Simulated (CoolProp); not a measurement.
Vapour pressure (MPa) of R143a: the reference equation beside estimates from Tc = 345.9 K, pc = 3.762 MPa, ω = 0.261. Clausius-Clapeyron is anchored at 193.8 K with a constant enthalpy of vaporisation of 20.80 kJ/mol.

The numbers come from the reference Helmholtz-energy equation of state, Lemmon and Jacobsen 2000 in CoolProp.

```json
[
 {"T (K)": "182.6", "reference": "0.007288", "Lee-Kesler": "0.006756", "Clausius-Clapeyron": "0.007446", "van der Waals": "0.1498", "Redlich-Kwong": "0.01752", "Peng-Robinson": "0.007316"},
 {"T (K)": "185.4", "reference": "0.009028", "Lee-Kesler": "0.008411", "Clausius-Clapeyron": "0.009157", "van der Waals": "0.1651", "Redlich-Kwong": "0.02122", "Peng-Robinson": "0.009049"},
 {"T (K)": "188.2", "reference": "0.01110", "Lee-Kesler": "0.01039", "Clausius-Clapeyron": "0.01119", "van der Waals": "0.1815", "Redlich-Kwong": "0.02552", "Peng-Robinson": "0.01111"},
 {"T (K)": "191", "reference": "0.01355", "Lee-Kesler": "0.01275", "Clausius-Clapeyron": "0.01360", "van der Waals": "0.1990", "Redlich-Kwong": "0.03048", "Peng-Robinson": "0.01355"},
 {"T (K)": "193.8", "reference": "0.01643", "Lee-Kesler": "0.01553", "Clausius-Clapeyron": "0.01643", "van der Waals": "0.2177", "Redlich-Kwong": "0.03617", "Peng-Robinson": "0.01641"},
 {"T (K)": "196.6", "reference": "0.01980", "Lee-Kesler": "0.01880", "Clausius-Clapeyron": "0.01975", "van der Waals": "0.2375", "Redlich-Kwong": "0.04266", "Peng-Robinson": "0.01976"},
 {"T (K)": "199.4", "reference": "0.02371", "Lee-Kesler": "0.02262", "Clausius-Clapeyron": "0.02361", "van der Waals": "0.2586", "Redlich-Kwong": "0.05003", "Peng-Robinson": "0.02365"},
 {"T (K)": "202.2", "reference": "0.02823", "Lee-Kesler": "0.02705", "Clausius-Clapeyron": "0.02809", "van der Waals": "0.2809", "Redlich-Kwong": "0.05835", "Peng-Robinson": "0.02814"},
 {"T (K)": "205", "reference": "0.03342", "Lee-Kesler": "0.03216", "Clausius-Clapeyron": "0.03326", "van der Waals": "0.3045", "Redlich-Kwong": "0.06769", "Peng-Robinson": "0.03330"},
 {"T (K)": "207.8", "reference": "0.03936", "Lee-Kesler": "0.03802", "Clausius-Clapeyron": "0.03920", "van der Waals": "0.3294", "Redlich-Kwong": "0.07815", "Peng-Robinson": "0.03920"},
 {"T (K)": "210.5", "reference": "0.04587", "Lee-Kesler": "0.04447", "Clausius-Clapeyron": "0.04575", "van der Waals": "0.3547", "Redlich-Kwong": "0.08936", "Peng-Robinson": "0.04567"},
 {"T (K)": "213.3", "reference": "0.05350", "Lee-Kesler": "0.05206", "Clausius-Clapeyron": "0.05347", "van der Waals": "0.3823", "Redlich-Kwong": "0.1022", "Peng-Robinson": "0.05325"},
 {"T (K)": "216.1", "reference": "0.06211", "Lee-Kesler": "0.06066", "Clausius-Clapeyron": "0.06224", "van der Waals": "0.4113", "Redlich-Kwong": "0.1165", "Peng-Robinson": "0.06181"}
]
```

Absolute difference from the reference over all 13 rows, mean and median: Lee-Kesler 4.7 and 4.6 %, Clausius-Clapeyron 0.6 and 0.4 %, van der Waals 1092.0 and 990.7 %, Redlich-Kwong 112.2 and 111.0 %, Peng-Robinson 0.3 and 0.3 %.
